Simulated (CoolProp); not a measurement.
Vapour-liquid equilibrium of ethane (1) + hydrogen sulfide (2) at 2.06 bar; x and y are mole fractions of (1).

The numbers come from the multi-fluid Helmholtz-energy mixture model, Bücker 2006 and Lemmon 2006; pair parameters Kunz 2012 in CoolProp.

```
x     bubble temperature, mixture model (°C)  bubble temperature, Raoult's law (°C)  y, mixture model  y, Raoult's law
----  --------------------------------------  -------------------------------------  ----------------  ---------------
0.05                                   -58.4                                  -47.6             0.474            0.146
0.2                                    -70.9                                  -54.0             0.748            0.463
0.35                                   -72.6                                  -59.2             0.778            0.663
0.5                                    -73.0                                  -63.7             0.787            0.793
0.65                                   -73.5                                  -67.4             0.805            0.882
0.8                                    -74.2                                  -70.6             0.850            0.944
0.95                                   -74.5                                  -73.5             0.947            0.988
```

The largest gap from Raoult's law is -16.9 K in bubble temperature, at x = 0.2. y crosses x between x = 0.8 and 0.95: the model has an azeotrope there.

Pair parameters are fitted to limited data, so mixtures are less certain than the pure fluids. With so large a gap from Raoult's law the liquid may split in two, which this calculation doesn't test in full.
